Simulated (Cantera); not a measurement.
Thermodynamics of roasting and sulfation, feed MgO + SO₃ + H₂O

Charge: 1 mol MgO, 0.67 mol SO₃, 4.1 mol H₂O, at 47.0 mbar.

Equilibrium computed with Cantera from the NASA thermochemical tables; the gas is ideal and each condensed phase is pure. Candidate condensed phases: H₂O, H₂SO₄, Mg, MgO, Mg(OH)₂, MgS, MgSO₄, S; 26 gas species. Kinetics and transport are ignored.

From 875 °C to 1475 °C the condensed part is MgO(s).

```
T (°C)  x H₂O  x SO₂    x O₂     x SO₃  n MgO(s)
------  -----  -----  ------  --------  --------
875     0.804  0.129  0.0643   0.00282      1.00
950     0.804  0.130  0.0649   0.00154      1.00
1025    0.803  0.130  0.0652  0.000893      1.00
1100    0.803  0.131  0.0653  0.000551      1.00
1175    0.803  0.131  0.0654  0.000357      1.00
1250    0.803  0.131  0.0654  0.000242     1.000
1325    0.803  0.131  0.0654  0.000170     1.000
1400    0.802  0.131  0.0653  0.000123     1.000
1475    0.801  0.131  0.0652   9.20e-5     1.000
```
x: gas mole fraction; n: condensed amount in mol.
